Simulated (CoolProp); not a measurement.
A simple Rankine cycle with R236FA: condensing at 291.15 K, boiler at 0.732 MPa, turbine inlet 333.6 K, turbine efficiency 0.8, pump efficiency 0.7, no recuperator. Each further row changes one setting.

Values from CoolProp's reference Helmholtz-energy equation of state, Pan 2012.

| case | thermal efficiency (%) | net work (kJ/kg) | heat in (kJ/kg) | turbine exit temperature (K) | volume ratio over the turbine |
|---|---|---|---|---|---|
| as stated | 8.2 | ? | 177 | 306.3 | 3.59 |
| turbine inlet 353.6 K | 8.1 | 16.0 | 197 | 327.5 | 3.50 |
| condensing temperature 283.15 K | ? | 18.1 | 187 | 300.9 | 4.79 |
| boiler pressure 0.512 MPa | ? | ? | 181 | 315.5 | 2.42 |
| turbine efficiency 0.7 | 7.2 | 12.7 | 177 | 308.4 | 3.62 |

Problem. Some entries are withheld; supply them.

Solution. 
- as stated, net work (kJ/kg): 14.6
- condensing temperature 283.15 K, thermal efficiency (%): 9.7
- boiler pressure 0.512 MPa, thermal efficiency (%): 6.0
- boiler pressure 0.512 MPa, net work (kJ/kg): 11.0
